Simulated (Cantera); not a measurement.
What does this Cantera script print?

```python
import numpy as np
import cantera as ct

gas_names = [...]  # 123 gases of nasa_gas.yaml made of C, H, O, Si
cond_names = """
    C(gr) C6H6(L) C7H8(L) C8H18(L),n-octa H2O(s) H2O(L) Si(cr) Si(L) SiC(b) SiO2(Lqz) SiO2(hqz) SiO2(L)
""".split()


# ... load() reads the species with a 1 bar reference pressure and builds the phases ...
atoms = {
    'Si': {'Si': 1},
    'CO2': {'C': 1, 'O': 2},
    'H2': {'H': 2},
}
top_T = {'C(gr)': 4500, 'SiC(b)': 3050}  # K; cautious upper limits of use, not melting points


# ... equilibrate(T, P, feed) seeds the gas with the atoms and calls Mixture.equilibrate('TP', solver="vcs", rtol=1e-11, max_steps=5000) ...
results = []
feed = {'Si': 1, 'CO2': 0.11, 'H2': 120}  # mol
T = 2073.15  # K
P = 133.322  # Pa
mix = equilibrate(T, P, feed)
results.append((T, P, feed, dict(zip(mix.species_names, mix.species_moles))))
print(gas.report(threshold=0.0001))
for i in range(1, mix.n_phases):
    print(f"{mix.phase(i).name:16s} {mix.phase_moles(i):12.5e} mol")
```

It prints:

```
       temperature   2073.2 K
          pressure   133.32 Pa
           density   1.6947e-05 kg/m^3
  mean mol. weight   2.1911 kg/kmol
   phase of matter   gas

                          1 kg             1 kmol
                     ---------------   ---------------
          enthalpy        3.2942e+07        7.2178e+07  J
   internal energy        2.5075e+07         5.494e+07  J
           entropy         1.119e+05        2.4519e+05  J/K
    Gibbs function       -1.9905e+08       -4.3613e+08  J
 heat capacity c_p             15249             33412  J/K
 heat capacity c_v             11454             25097  J/K

                      mass frac. Y      mole frac. X     chem. pot. / RT
                     ---------------   ---------------   ---------------
                CO          0.011143        0.00087165           -47.903
                 H          0.031848          0.069226           -13.148
                H2           0.84828           0.92194           -26.297
                Si          0.088591         0.0069115           -8.4726
               SiH         0.0018496         0.0001393           -21.621
               SiO          0.017749        0.00088218           -49.268
     [ +117 minor]        0.00054133        2.6455e-05

C(gr)             0.00000e+00 mol
Si(L)             0.00000e+00 mol
SiC(b)            0.00000e+00 mol
SiO2(L)           0.00000e+00 mol
```

Cantera equilibrium calculation (NASA polynomials, part measured and part estimated; ideal gas, pure solids and liquids). Gases not in the tables: Si2H6 and higher silanes.
